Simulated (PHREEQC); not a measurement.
KBr is added in steps, without added water, to 1 kg of water holding 0.2 mol HNO3 and 0.00012 mol CuSO4, at 25 °C. O2 is buffered at 0.21 atm. CO2 from the air is kept out. The run lets Cu(OH)2, Brochantite, Antlerite, Cu2(OH)3NO3, Chalcanthite precipitate or redissolve, and no other solid.

Base run: PHREEQC, ion-association model, wateq4f.dat. Each further column changes one thing. The table gives KSO4- (mol/kgw).

```
KBr added (mol)     base  database phreeqc.dat  all activity coefficients set to 1
---------------  -------  --------------------  ----------------------------------
0                      0                     0                                   0
0.0375           1.18e-6               1.22e-6                             1.53e-6
0.075            2.30e-6               2.38e-6                             3.01e-6
0.1125           3.37e-6               3.50e-6                             4.46e-6
0.15             4.39e-6               4.59e-6                             5.88e-6
0.1875           5.36e-6               5.65e-6                             7.26e-6
0.225            6.30e-6               6.68e-6                             8.61e-6
0.2625           7.20e-6               7.69e-6                             9.92e-6
0.3              8.08e-6               8.68e-6                             1.12e-5
```

 phreeqc.dat and wateq4f.dat share most of their constants, so their agreement is no independent check.
